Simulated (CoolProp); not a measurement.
Computed with CoolProp (reference Helmholtz-energy equation of state, Lemmon 2006). It is a short technical equation, of lower accuracy than the large ones.

Question: For C3F8 (R218), give the phase and the cp (kJ/(kg K)), Joule-Thomson coefficient (K/MPa), Prandtl number at 440 K and 0.12 MPa; 440 K and 2.94 MPa; 440 K and 20 MPa.

Answer: 
- 440 K and 0.12 MPa: gas; cp 0.974, Joule-Thomson coefficient 4.04, Prandtl number 0.710
- 440 K and 2.94 MPa: supercritical; cp 1.06, Joule-Thomson coefficient 4.72, Prandtl number 0.801
- 440 K and 20 MPa: supercritical; cp 1.18, Joule-Thomson coefficient 0.258, Prandtl number 2.40

Viscosity comes from a separate model (Huber 2003), an estimate that may be off by 10 % or more. Thermal conductivity comes from a separate model (Huber 2003), an estimate that may be off by 10 % or more.
